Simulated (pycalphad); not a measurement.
## Effect of Zr content in Si-Zr

All values are pycalphad results on the COST 507 light-alloy database (1999) (1 atm), not direct measurements. The data set is of 1999 and partly superseded. Phase fractions are per mole of atoms.

| alloy | liquidus (K) | first solid | solidus (K) | phases at 1200 K |
|---|---|---|---|---|
| Si-0.13Zr (at.%) | 1686 | diamond (Si) | 1635 | diamond (Si) 1.00, SI2ZR under 0.01 |
| Si-0.19Zr (at.%) | 1686 | diamond (Si) | 1635 | diamond (Si) 0.99, SI2ZR 0.01 |
| Si-0.26Zr (at.%) | 1686 | diamond (Si) | 1635 | diamond (Si) 0.99, SI2ZR 0.01 |
| Si-0.52Zr (at.%) | 1684 | diamond (Si) | 1635 | diamond (Si) 0.98, SI2ZR 0.02 |
| Si-0.78Zr (at.%) | 1683 | diamond (Si) | 1635 | diamond (Si) 0.98, SI2ZR 0.02 |
| Si-1.04Zr (at.%) | 1682 | diamond (Si) | 1635 | diamond (Si) 0.97, SI2ZR 0.03 |

Database names, with the compositions (at.%) that they take in these runs: SI2ZR: Si 67 Zr 33.
